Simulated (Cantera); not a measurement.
Charge: 1 mol Na₂SO₄, 0.55 mol CO₂, 5.1 mol H₂O, equilibrated at 1527 °C and 10.0 mbar.

Equilibrium computed with Cantera from the NASA thermochemical tables; the gas is ideal and each condensed phase is pure. Kinetics and transport are ignored.

```json
[
 {"species": "H₂O", "before": "0.514", "after": "0.734"},
 {"species": "CO₂", "before": "0.0611", "after": "0.0834"},
 {"species": "NaOH", "before": "0.108", "after": "0.0788"},
 {"species": "Na", "before": "0.115", "after": "0.0169"},
 {"species": "SO₂", "before": "0.111", "after": "0.0479"},
 {"species": "O₂", "before": "0.0839", "after": "0.0281"},
 {"species": "SO", "before": "7.62e-5", "after": "3.18e-6"},
 {"species": "Na₂SO₄", "before": "0.000422", "after": "0.00944"},
 {"species": "O", "before": "0.000352", "after": "1.79e-5"},
 {"species": "H", "before": "0.000111", "after": "6.10e-6"},
 {"species": "NaO", "before": "0.000624", "after": "6.68e-5"},
 {"species": "CO", "before": "0.000434", "after": "7.10e-5"},
 {"species": "Na₂SO₄(l), mol", "before": "0", "after": "0.622"}
]
```
Gas species are given as mole fractions.

Task: Name the change that produced these shifts.
A) temperature from 1527 °C to 1302 °C
B) temperature from 1527 °C to 1050 °C
C) temperature from 1527 °C to 725 °C
D) temperature from 1527 °C to 952 °C

Result: A, temperature from 1527 °C to 1302 °C
